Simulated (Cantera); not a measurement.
A diamond (100) surface in a fixed gas of H2 with x(CH4) = 0.0042, x(H) = 0.012, at 1248 K, 0.0632 atm; coverages are run to steady state.

Cantera simulation using the Harris–Goodwin 1993 mechanism for the reconstructed diamond (100) surface; the numbers are that mechanism's predictions, not measurements.

θ: site fractions in the mechanism's names (c6HH fully hydrogenated, c6H* and c6*H radical sites, c6** diradical, c6HM methylated).

```csv
x(CH3),growth (µm/h),θ c6HH,θ c6H*,θ c6*H,θ c6**,θ c6HM
1e-06,0.0307,0.409,0.0438,0.510,0.0374,(withheld)
2.1e-06,0.0644,0.409,0.0438,0.510,0.0374,(withheld)
4.6e-06,0.141,0.409,0.0438,0.510,0.0374,(withheld)
9.8e-06,0.301,0.409,0.0438,0.510,0.0374,(withheld)
2.1e-05,0.644,0.409,0.0438,0.510,0.0374,(withheld)
4.5e-05,1.38,0.409,0.0437,0.510,0.0374,(withheld)
9.6e-05,2.94,0.409,0.0437,0.509,0.0373,(withheld)
0.00021,6.41,0.408,0.0437,0.509,0.0372,(withheld)
0.00044,13.4,0.407,0.0435,0.507,0.0369,(withheld)
```

### Question
Some entries are withheld; supply them.

### Answer

- 1e-06, θ c6HM: 6.10e-6
- 2.1e-06, θ c6HM: 1.28e-5
- 4.6e-06, θ c6HM: 2.81e-5
- 9.8e-06, θ c6HM: 5.98e-5
- 2.1e-05, θ c6HM: 0.000128
- 4.5e-05, θ c6HM: 0.000274
- 9.6e-05, θ c6HM: 0.000585
- 0.00021, θ c6HM: 0.00128
- 0.00044, θ c6HM: 0.00266
